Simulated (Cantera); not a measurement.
Input (Python, Cantera):

```python
import numpy as np
import cantera as ct

gas = ct.Solution("gri30.yaml")
gas.TPX = 1300, 280000, {'CO': 0.0024, 'O2': 0.004, 'H2O': 0.0041, 'N2': 1}
reactor = ct.IdealGasConstPressureReactor(gas, energy="off", clone=False)
net = ct.ReactorNet([reactor])
net.rtol, net.atol = 1e-08, 1e-18
show = ['CO', 'O2', 'H2O', 'NO2', 'H2', 'HO2']
times = np.geomspace(2e-06, 10, 11)

steps = ct.SolutionArray(gas, extra=["t"])
rows = []
print(f"{'t/s':>10s}{'T/K':>9s}{'P/Pa':>11s}" + "".join(f"{s:>11s}" for s in show))
for t in times:
    while net.time < t:
        t_next = net.step()
        steps.append(gas.state, t=t_next)
    rows.append([np.interp(t, steps.t, y) for y in (steps.T, steps.P, *steps(*show).X.T)])
    print(f"{t:10.3e}{rows[-1][0]:9.1f}{rows[-1][1]:11.4g}" + "".join(f"{x:11.3e}" for x in rows[-1][2:]))
rate = np.gradient(steps.T, steps.t)
print("integrator steps:", len(steps.t))
if steps.T.max() > steps.T[0] + 200:
    print(f"time of steepest temperature rise: {steps.t[rate.argmax()]:.4e} s")
gas.TPX = 1300, 280000, {'CO': 0.0024, 'O2': 0.004, 'H2O': 0.0041, 'N2': 1}
gas.equilibrate("TP")
print(f"equilibrium (TP): T = {gas.T:.1f} K  " + "  ".join(f"{s} {gas[s].X[0]:.3e}" for s in show))
```

It prints:

```
       t/s      T/K       P/Pa         CO         O2        H2O        NO2         H2        HO2
 2.000e-06   1300.0    2.8e+05  2.375e-03  3.958e-03  4.057e-03  8.549e-30  2.302e-17  3.697e-13
 9.352e-06   1300.0    2.8e+05  2.375e-03  3.958e-03  4.057e-03  1.054e-27  2.622e-15  1.724e-12
 4.373e-05   1300.0    2.8e+05  2.375e-03  3.958e-03  4.057e-03  1.828e-25  3.824e-13  8.740e-12
 2.045e-04   1300.0    2.8e+05  2.375e-03  3.958e-03  4.057e-03  7.404e-23  4.790e-11  1.427e-10
 9.564e-04   1300.0    2.8e+05  2.375e-03  3.958e-03  4.057e-03  1.764e-18  1.101e-08  2.089e-08
 4.472e-03   1300.0    2.8e+05  1.281e-03  3.405e-03  3.990e-03  1.220e-10  3.833e-05  1.867e-06
 2.091e-02   1300.0    2.8e+05  9.841e-05  2.820e-03  4.052e-03  1.479e-09  3.818e-06  4.476e-07
 9.779e-02   1300.0    2.8e+05  3.462e-06  2.775e-03  4.060e-03  2.204e-09  1.870e-07  2.577e-08
 4.573e-01   1300.0    2.8e+05  5.232e-08  2.774e-03  4.062e-03  6.389e-10  1.511e-08  1.565e-09
 2.138e+00   1300.0    2.8e+05  4.541e-09  2.774e-03  4.062e-03  2.714e-10  4.245e-09  3.991e-10
 1.000e+01   1300.0    2.8e+05  4.154e-09  2.774e-03  4.062e-03  2.625e-10  4.027e-09  3.804e-10
integrator steps: 1323
equilibrium (TP): T = 1300.0 K  CO 4.174e-09  O2 2.748e-03  H2O 4.062e-03  NO2 1.057e-07  H2 4.045e-09  HO2 3.778e-10
```

Detailed kinetics in Cantera: GRI-Mech 3.0 (53 species, 325 reactions).
